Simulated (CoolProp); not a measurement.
Values from CoolProp's reference Helmholtz-energy equation of state, Smukala 2000.

Task: For ethylene, give the phase and the speed of sound (m/s) at 184.6 K and 0.0296 MPa; 433.7 K and 0.0298 MPa; 214.1 K and 1.29 MPa.

Result: 
- 184.6 K and 0.0296 MPa: gas; speed of sound 267
- 433.7 K and 0.0298 MPa: gas; speed of sound 388
- 214.1 K and 1.29 MPa: liquid; speed of sound 962
